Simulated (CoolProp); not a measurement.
A single-stage vapour-compression cycle with R143a: evaporating at 283.15 K (dew point), condensing at 315.15 K (bubble point), superheat 0 K, subcooling 8 K, compressor efficiency 0.7, no pressure losses. Each further row changes one setting.

The numbers come from the reference Helmholtz-energy equation of state, Lemmon and Jacobsen 2000 in CoolProp.

```tsv
case	cooling COP	pressure ratio	discharge temperature (K)	refrigerating effect (kJ/kg)	volumetric capacity (kJ/m³)
as stated	5.23	2.30	325.8	138	5140
evaporating temperature 288.15 K	6.47	1.99	(withheld)	141	6060
condensing temperature 310.15 K	(withheld)	2.04	(withheld)	147	(withheld)
subcooling 13 K	5.56	2.30	325.8	147	(withheld)
superheat 10 K	5.25	2.30	335.6	150	(withheld)
compressor efficiency 0.6	(withheld)	2.30	(withheld)	138	5140
```

Question: Some entries are withheld; supply them.

Answer: 
- evaporating temperature 288.15 K, discharge temperature (K): 324.0
- condensing temperature 310.15 K, cooling COP: 6.46
- condensing temperature 310.15 K, discharge temperature (K): 319.3
- condensing temperature 310.15 K, volumetric capacity (kJ/m³): 5450
- subcooling 13 K, volumetric capacity (kJ/m³): 5460
- superheat 10 K, volumetric capacity (kJ/m³): 5200
- compressor efficiency 0.6, cooling COP: 4.48
- compressor efficiency 0.6, discharge temperature (K): 328.9
